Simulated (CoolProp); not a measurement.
Vapour-liquid equilibrium of propane (1) + n-pentane (2) at 261 kPa; x and y are mole fractions of (1).

Computed with CoolProp (multi-fluid Helmholtz-energy mixture model, Lemmon 2009 and Thol 2019; pair parameters Kunz 2012).

```
x      bubble temperature, mixture model (K)  bubble temperature, Raoult's law (K)  y, mixture model  y, Raoult's law
-----  -------------------------------------  ------------------------------------  ----------------  ---------------
0.05                                   326.8                                 326.7             0.331            0.354
0.125                                  310.9                                 311.6             0.616            0.632
0.2                                    299.1                                 300.4             0.762            0.772
0.275                                  290.3                                 291.8             0.842            0.851
0.35                                   283.5                                 285.0             0.890            0.898
0.425                                  278.0                                 279.3             0.921            0.929
0.5                                    273.6                                 274.6             0.942            0.950
0.575                                  269.8                                 270.5             0.957            0.965
0.65                                   266.5                                 267.0             0.969            0.975
0.725                                  263.7                                 263.9             0.978            0.983
0.8                                    261.1                                 261.1             0.985            0.989
0.875                                  258.7                                 258.6             0.991            0.994
0.95                                   256.4                                 256.4             0.997            0.998
```

The largest gap from Raoult's law is -1.5 K in bubble temperature, at x = 0.275. No azeotrope shows between x = 0.05 and 0.95.

Pair parameters are fitted to limited data, so mixtures are less certain than the pure fluids.
